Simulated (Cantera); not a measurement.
What does this Cantera script print?

```python
import numpy as np
import cantera as ct

gas_names = """
    H HNO HNO2 HNO3 HO2 H2 H2O H2O2 N NH NH2 NH3 NH2OH NO NO2 NO3 N2 N2H2 N2H4 N2O O OH O2 O3 Si SiH
    SiH2 SiH3 SiH4 SiN SiO SiO2 Si2 Si2N Si3
""".split()
cond_names = """
    H2O(s) H2O(L) Si(cr) Si(L) SiO2(Lqz) SiO2(hqz) SiO2(L) Si2N2O(s) Si3N4(a)
""".split()


# ... load() reads the species with a 1 bar reference pressure and builds the phases ...
atoms = {
    'SiH4': {'Si': 1, 'H': 4},
    'NO': {'N': 1, 'O': 1},
    'H2': {'H': 2},
}
top_T = {'Si2N2O(s)': 2100, 'Si3N4(a)': 2400}  # K; cautious upper limits of use, not melting points


# ... equilibrate(T, P, feed) seeds the gas with the atoms and calls Mixture.equilibrate('TP', solver="vcs", rtol=1e-11, max_steps=5000) ...
results = []
feed = {'SiH4': 1, 'NO': 8.5, 'H2': 18}  # mol
P = 49000  # Pa
for T in [573, 673, 773, 873, 973, 1073, 1173, 1273, 1373, 1473, 1573, 1673, 1773]:
    mix = equilibrate(T, P, feed)
    results.append((T, P, feed, dict(zip(mix.species_names, mix.species_moles))))
    x = sorted(zip(gas.X, gas.species_names), reverse=True)
    print(f"T = {T:g} K  P = {P:g} Pa  gas = {mix.phase_moles(0):.4g} mol")
    print("   x: " + "  ".join(f"{s} {v:.3e}" for v, s in x if v > 1e-06))
    print("   condensed (mol): " + ("  ".join(f"{mix.phase(i).name} {mix.phase_moles(i):.4g}"
          for i in range(1, mix.n_phases) if mix.phase_moles(i) > 1e-12) or "none"))
```

Output:

```
T = 573 K  P = 49000 Pa  gas = 24.11 mol
   x: H2 5.514e-01  H2O 2.696e-01  N2 1.734e-01  NH3 5.642e-03
   condensed (mol): SiO2(Lqz) 1
T = 673 K  P = 49000 Pa  gas = 24.22 mol
   x: H2 5.556e-01  H2O 2.683e-01  N2 1.749e-01  NH3 1.142e-03
   condensed (mol): SiO2(Lqz) 1
T = 773 K  P = 49000 Pa  gas = 24.24 mol
   x: H2 5.564e-01  H2O 2.681e-01  N2 1.751e-01  NH3 3.371e-04
   condensed (mol): SiO2(Lqz) 1
T = 873 K  P = 49000 Pa  gas = 24.25 mol
   x: H2 5.566e-01  H2O 2.681e-01  N2 1.752e-01  NH3 1.292e-04
   condensed (mol): SiO2(hqz) 1
T = 973 K  P = 49000 Pa  gas = 24.25 mol
   x: H2 5.566e-01  H2O 2.681e-01  N2 1.752e-01  NH3 5.960e-05
   condensed (mol): SiO2(hqz) 1
T = 1073 K  P = 49000 Pa  gas = 24.25 mol
   x: H2 5.567e-01  H2O 2.680e-01  N2 1.752e-01  NH3 3.154e-05
   condensed (mol): SiO2(hqz) 1
T = 1173 K  P = 49000 Pa  gas = 24.25 mol
   x: H2 5.567e-01  H2O 2.680e-01  N2 1.753e-01  NH3 1.853e-05
   condensed (mol): SiO2(hqz) 1
T = 1273 K  P = 49000 Pa  gas = 24.25 mol
   x: H2 5.567e-01  H2O 2.680e-01  N2 1.753e-01  NH3 1.180e-05
   condensed (mol): SiO2(hqz) 1
T = 1373 K  P = 49000 Pa  gas = 24.25 mol
   x: H2 5.567e-01  H2O 2.680e-01  N2 1.753e-01  NH3 8.014e-06  H 3.549e-06
   condensed (mol): SiO2(hqz) 1
T = 1473 K  P = 49000 Pa  gas = 24.25 mol
   x: H2 5.567e-01  H2O 2.680e-01  N2 1.753e-01  H 1.348e-05  NH3 5.732e-06
   condensed (mol): SiO2(hqz) 1
T = 1573 K  P = 49000 Pa  gas = 24.25 mol
   x: H2 5.567e-01  H2O 2.680e-01  N2 1.753e-01  H 4.334e-05  NH3 4.278e-06
   condensed (mol): SiO2(hqz) 1
T = 1673 K  P = 49000 Pa  gas = 24.25 mol
   x: H2 5.566e-01  H2O 2.680e-01  N2 1.752e-01  H 1.214e-04  NH3 3.306e-06  OH 2.812e-06
   condensed (mol): SiO2(hqz) 1
T = 1773 K  P = 49000 Pa  gas = 24.25 mol
   x: H2 5.565e-01  H2O 2.680e-01  N2 1.752e-01  H 3.032e-04  OH 9.049e-06  SiO 5.443e-06  NH3 2.631e-06
   condensed (mol): SiO2(L) 0.9999
```

These are equilibrium values from Cantera (NASA tables, ideal gas, pure condensed phases), not measurements of a reactor. The tables hold silica as quartz up to 1696 K and as liquid above; real silica turns to tridymite and cristobalite and melts near 1996 K. Gases not in the tables: Si(OH)4.
